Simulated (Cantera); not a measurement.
What does this Cantera script print?

```python
import numpy as np
import cantera as ct

gas = ct.Solution("h2o2.yaml")
gas.TPX = 675, 101325, {'H2': 1, 'O2': 0.179, 'N2': 0.671}
flame = ct.FreeFlame(gas, width=0.04)
flame.set_refine_criteria(ratio=3, slope=0.08, curve=0.16)
flame.transport_model = "mixture-averaged"
flame.solve(loglevel=0, auto=True)
z, T = flame.grid, flame.T
thick = (T[-1] - T[0]) / np.gradient(T, z).max()
show = ['H2', 'O2', 'H', 'HO2', 'H2O', 'OH']
print(f"laminar burning velocity  {flame.velocity[0] * 100:.3f} cm/s")
print(f"burnt temperature         {T[-1]:.1f} K")
print(f"thermal thickness         {thick * 1e3:.4f} mm")
print(f"grid points               {len(z)}")
z0 = z[flame.heat_release_rate.argmax()]
print(f"{'z/mm':>9s}{'T/K':>9s}{'u/(m/s)':>9s}" + "".join(f"{s:>11s}" for s in show))
rows = []
for k in (-3, -2, -1.5, -1, -0.5, -0.25, 0, 0.25, 0.5, 1, 2, 4, 8):
    zz = z0 + k * thick
    rows.append([k * thick, np.interp(zz, z, T), np.interp(zz, z, flame.velocity),
                 *(np.interp(zz, z, flame.X[gas.species_index(s)]) for s in show)])
    print(f"{rows[-1][0] * 1e3:9.3f}{rows[-1][1]:9.1f}{rows[-1][2]:9.3f}" + "".join(f"{x:11.3e}" for x in rows[-1][3:]))
```

Output:

```
laminar burning velocity  1021.055 cm/s
burnt temperature         2132.7 K
thermal thickness         0.5003 mm
grid points               137
     z/mm      T/K  u/(m/s)         H2         O2          H        HO2        H2O         OH
   -1.501    675.0   10.211  5.405e-01  9.676e-02  3.422e-14  4.014e-12  1.772e-13  5.234e-17
   -1.001    675.0   10.211  5.405e-01  9.676e-02  2.951e-11  5.378e-10  3.053e-11  4.007e-14
   -0.750    675.0   10.211  5.405e-01  9.676e-02  3.324e-09  3.036e-08  1.849e-09  4.325e-12
   -0.500    675.1   10.211  5.405e-01  9.676e-02  8.607e-07  2.692e-06  4.754e-07  2.812e-09
   -0.250    700.6   10.554  5.370e-01  9.640e-02  6.398e-04  1.790e-04  1.444e-03  5.994e-05
   -0.125    873.6   12.916  5.099e-01  9.082e-02  9.554e-03  1.189e-04  1.776e-02  3.634e-04
    0.000   1216.5   17.548  4.207e-01  5.755e-02  4.915e-02  5.410e-05  8.946e-02  1.409e-03
    0.125   1459.5   20.936  3.427e-01  1.341e-02  8.271e-02  1.237e-05  1.753e-01  2.036e-03
    0.250   1560.3   22.289  3.282e-01  2.113e-03  8.461e-02  1.862e-06  1.986e-01  1.957e-03
    0.500   1659.1   23.544  3.333e-01  1.638e-04  7.378e-02  1.469e-07  2.037e-01  2.085e-03
    1.001   1761.8   24.811  3.433e-01  7.700e-05  5.917e-02  7.433e-08  2.055e-01  2.129e-03
    2.001   1863.9   26.041  3.536e-01  4.825e-05  4.409e-02  4.923e-08  2.075e-01  1.965e-03
    4.002   1952.9   27.090  3.627e-01  2.565e-05  3.067e-02  2.894e-08  2.095e-01  1.614e-03
```

Model: the H2/O2 subset of GRI-Mech 3.0, which has no nitrogen chemistry, integrated in Cantera. Burning velocities carry a grid error of a few per cent, more on coarse grids.
